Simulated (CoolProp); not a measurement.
Carbon dioxide at 393.54 K and 2.84 MPa is compressed adiabatically to 6.21 MPa with isentropic efficiency 0.85. Each further row changes one setting.

Values from CoolProp's reference Helmholtz-energy equation of state, Span 1996.

| case | work (kJ/kg) | final temperature (K) | final density (kg/m³) |
|---|---|---|---|
| as stated | [?] | 473.6 | 73.4 |
| efficiency 1 | [?] | 464.0 | [?] |
| efficiency 0.65 | 91.7 | 493.1 | [?] |

Question: What belongs in the gaps?

Answer: 
- as stated, work (kJ/kg): 70.1
- efficiency 1, work (kJ/kg): 59.6
- efficiency 1, final density (kg/m³): 75.4
- efficiency 0.65, final density (kg/m³): 69.8
